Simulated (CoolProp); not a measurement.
Toluene along the isotherm 620 K: Z from the reference equation and from simpler models built on Tc = 591.7 K, pc = 4.126 MPa, ω = 0.266; each cubic takes its own stable root.

Computed with CoolProp (reference Helmholtz-energy equation of state, Lemmon 2006). It is a short technical equation, of lower accuracy than the large ones.

```tsv
p (MPa)	phase	reference	Redlich-Kwong	Soave-Redlich-Kwong	Peng-Robinson
3.44	gas	0.6830	0.6949	0.7069	0.6811
6.88	supercritical	0.2960	0.3499	0.3686	0.3385
10.3	supercritical	0.3732	0.4304	0.4408	0.3998
13.8	supercritical	0.4655	0.5252	0.5340	0.4826
17.2	supercritical	0.5549	0.6170	0.6250	0.5640
20.6	supercritical	0.6430	0.7071	0.7147	0.6444
24.1	supercritical	0.7323	0.7981	0.8054	0.7259
27.5	supercritical	0.8177	0.8850	0.8921	0.8039
30.9	supercritical	0.9019	0.9706	0.9775	0.8807
34.4	supercritical	0.9873	1.057	1.064	0.9588
37.8	supercritical	1.069	1.141	1.147	1.034
41.3	supercritical	1.153	1.226	1.232	1.110
```
